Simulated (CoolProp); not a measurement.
C2F6 (R116) along the isobar 27.4 bar: fugacity coefficient from the reference equation and from simpler models built on Tc = 293.0 K, pc = 30.48 bar, ω = 0.257; each cubic takes its own stable root.

Values from CoolProp's reference Helmholtz-energy equation of state, Lemmon 2006. It is a short technical equation, of lower accuracy than the large ones.

| T (K) | phase | reference | van der Waals | Redlich-Kwong | Soave-Redlich-Kwong | Peng-Robinson |
|---|---|---|---|---|---|---|
| 231.2 | liquid | 0.1805 | 0.3691 | 0.2370 | 0.1838 | 0.1781 |
| 248.8 | liquid | 0.3026 | 0.4772 | 0.3617 | 0.3088 | 0.2983 |
| 266.4 | liquid | 0.4584 | 0.5905 | 0.5058 | 0.4667 | 0.4507 |
| 284 | liquid | 0.6360 | 0.7008 | 0.6547 | 0.6412 | 0.6199 |
| 301.6 | gas | 0.7344 | 0.7512 | 0.7290 | 0.7333 | 0.7108 |
| 319.3 | gas | 0.7849 | 0.7862 | 0.7729 | 0.7839 | 0.7612 |
| 336.9 | gas | 0.8233 | 0.8142 | 0.8073 | 0.8231 | 0.8007 |
| 354.5 | gas | 0.8538 | 0.8374 | 0.8352 | 0.8548 | 0.8329 |
| 372.1 | gas | 0.8785 | 0.8570 | 0.8583 | 0.8807 | 0.8594 |
| 389.8 | gas | 0.8990 | 0.8737 | 0.8776 | 0.9023 | 0.8817 |
| 407.4 | gas | 0.9159 | 0.8880 | 0.8939 | 0.9202 | 0.9004 |
| 425 | gas | 0.9301 | 0.9003 | 0.9077 | 0.9352 | 0.9162 |
